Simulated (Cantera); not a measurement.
Premixed flame

A freely propagating, adiabatic, planar premixed flame of 8.76 % CH₄, 24.0 % O₂, 67.2 % N₂, unburnt at 525 K and 500000 Pa; mixture-averaged transport, grid criteria slope 0.08 and curve 0.16, no radiation.

Computed with Cantera and GRI-Mech 3.0 (53 species, 325 reactions). Burning velocities carry a grid error of a few per cent, more on coarse grids.

```csv
z (mm),T (K),u (m/s),x CH₄,x O₂,x H₂O,x C₂H₆,x NO₂,x C₂H₄
-0.277,526,0.655,0.0875,0.240,0.000188,1.03e-7,<1e-8,8.79e-8
-0.184,530,0.661,0.0871,0.239,0.00102,8.66e-7,<1e-8,6.81e-7
-0.138,545,0.681,0.0860,0.238,0.00342,4.70e-6,3.10e-8,3.37e-6
-0.0922,627,0.786,0.0805,0.232,0.0150,4.30e-5,1.86e-7,2.68e-5
-0.0461,1037,1.31,0.0552,0.195,0.0626,0.000416,4.83e-7,0.000232
-0.0230,1445,1.84,0.0297,0.153,0.105,0.000563,2.22e-7,0.000440
0,1844,2.36,0.00644,0.107,0.145,6.76e-5,4.59e-8,0.000223
0.0230,2026,2.58,0.000345,0.0823,0.159,1.91e-7,2.61e-8,7.93e-6
0.0461,2103,2.66,1.00e-5,0.0742,0.162,<1e-8,3.37e-8,8.84e-8
0.0922,2191,2.76,1.32e-8,0.0690,0.165,<1e-8,4.79e-8,<1e-8
0.184,2265,2.84,<1e-8,0.0663,0.169,<1e-8,6.57e-8,<1e-8
0.369,2303,2.88,<1e-8,0.0652,0.171,<1e-8,7.94e-8,<1e-8
0.737,2312,2.89,<1e-8,0.0649,0.172,<1e-8,1.10e-7,<1e-8
```
x: mole fraction of selected species; z is measured from the peak of heat release.

```yaml
laminar_burning_velocity: 65.4 cm/s
thermal_thickness: 0.0922 mm
peak x(C₂H₆): 0.000598
peak x(C₂H₄): 0.000453
grid_points: 140
```
